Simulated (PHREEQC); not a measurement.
A solution holds 0.0035 mol Fe2(SO4)3 per kg of water, at 60 °C. Closed to the air; pH follows from the charge balance.

Model: ion-association model, wateq4f.dat, run in PHREEQC.

The ionic strength comes out as 0.0194 mol/kgw. What activity coefficients do FeHSO4+2, FeSO4+, Fe3(OH)4+5, Fe(SO4)2-, Fe+3 get?

FeHSO4+2 0.56, FeSO4+ 0.87, Fe3(OH)4+5 0.026, Fe(SO4)2- 0.86, Fe+3 0.33.

Precipitation was switched off in this run. Saturation is exceeded, for instance for Hematite (slow to form), Goethite (slow to form); the values hold only as long as no solid forms. At this temperature some constants are extrapolated from 25 °C, and those without enthalpy data are left unchanged.
